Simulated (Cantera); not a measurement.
A perfectly stirred reactor is fed with 9.55 % CH₃OH, 8.96 % O₂, 81.5 % N₂, equivalence ratio 1.6, at 1000000 Pa; it is adiabatic with a 500 K inlet, and is followed from long to short residence time, starting on the burning branch (τ in s: 0.16, 0.053, 0.018, 0.0059, 0.002, 0.00067, 0.00022, 7.5e-05, 2.5e-05).

Cantera simulation using GRI-Mech 3.0 (53 species, 325 reactions); the numbers are that mechanism's predictions, not measurements. GRI-Mech 3.0 was tuned for natural gas; its chemistry of methanol as a main component is partial and can be far from experiment.

x: mole fraction; the columns are a selection and need not sum to one.

| τ (s) | T (K) | x CH₃OH | x O₂ | x HO₂ | x CH₂ | x HCN |
|---|---|---|---|---|---|---|
| 0.16 | 1459 | 9.52e-6 | 0.000140 | 5.68e-7 | 6.37e-10 | ? |
| 0.053 | 1456 | 2.07e-5 | 0.000300 | 1.43e-6 | 1.94e-9 | ? |
| 0.018 | 1451 | 4.51e-5 | 0.000629 | 3.55e-6 | 5.52e-9 | ? |
| 0.0059 | 1439 | 0.000107 | 0.00137 | 9.58e-6 | 1.47e-8 | ? |
| 0.0020 | 1406 | 0.000353 | 0.00348 | 3.53e-5 | 2.22e-8 | ? |
| 0.00067 | 500 | 0.0955 | 0.0896 | <1e-12 | <1e-12 | <1e-12 |
| 0.00022 | 500 | 0.0955 | 0.0896 | <1e-12 | <1e-12 | <1e-12 |
| 7.5e-5 | 500 | 0.0955 | 0.0896 | <1e-12 | <1e-12 | <1e-12 |
| 2.5e-5 | 500 | 0.0955 | 0.0896 | <1e-12 | <1e-12 | <1e-12 |

Task: Some entries are withheld; supply them.

Result: 
- 0.16, x HCN: 1.48e-8
- 0.053, x HCN: 2.62e-8
- 0.018, x HCN: 4.00e-8
- 0.0059, x HCN: 4.72e-8
- 0.0020, x HCN: 1.77e-8
